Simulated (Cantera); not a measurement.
Input: 1 mol borazine, 5.4 mol O2, 190 mol H2, held at 27.0 Pa.

Method: chemical equilibrium by Gibbs-energy minimisation in Cantera with the NASA 1993 tables (ideal gas, pure condensed phases). Candidate condensed phases: B, BN, B2O3, B3O3H3, H2O; 39 gas species. The feed counts by its element totals alone. Kinetics and transport are ignored.

x: gas mole fraction; nothing condenses.

| T (K) | x H2 | x H | x H2O | x HBO2 | x N2 | x HBO | x BO |
|---|---|---|---|---|---|---|---|
| 1323 | 0.952 | 9.42e-5 | 0.0248 | 0.0148 | 0.00765 | 8.95e-5 | ? |
| 1373 | 0.952 | 0.000198 | 0.0248 | 0.0147 | 0.00765 | 0.000130 | ? |
| 1423 | 0.952 | 0.000394 | 0.0249 | 0.0146 | 0.00765 | 0.000184 | ? |
| 1473 | 0.952 | 0.000751 | 0.0250 | 0.0145 | 0.00765 | 0.000253 | ? |
| 1523 | 0.951 | 0.00137 | 0.0251 | 0.0143 | 0.00765 | 0.000340 | ? |
| 1573 | 0.950 | 0.00241 | 0.0253 | 0.0141 | 0.00764 | 0.000445 | ? |
| 1623 | 0.948 | 0.00410 | 0.0254 | 0.0139 | 0.00764 | 0.000571 | ? |
| 1673 | 0.945 | 0.00674 | 0.0256 | 0.0136 | 0.00763 | 0.000716 | ? |
| 1723 | 0.941 | 0.0108 | 0.0258 | 0.0133 | 0.00761 | 0.000878 | ? |
| 1773 | 0.935 | 0.0167 | 0.0261 | 0.0129 | 0.00759 | 0.00105 | ? |
| 1823 | 0.926 | 0.0254 | 0.0264 | 0.0124 | 0.00755 | 0.00123 | ? |
| 1873 | 0.914 | 0.0375 | 0.0267 | 0.0117 | 0.00751 | 0.00139 | ? |

Question: What belongs in the gaps?

Answer: 
- 1323, x BO: 3.06e-7
- 1373, x BO: 8.59e-7
- 1423, x BO: 2.23e-6
- 1473, x BO: 5.42e-6
- 1523, x BO: 1.24e-5
- 1573, x BO: 2.66e-5
- 1623, x BO: 5.43e-5
- 1673, x BO: 0.000106
- 1723, x BO: 0.000196
- 1773, x BO: 0.000346
- 1823, x BO: 0.000584
- 1873, x BO: 0.000943
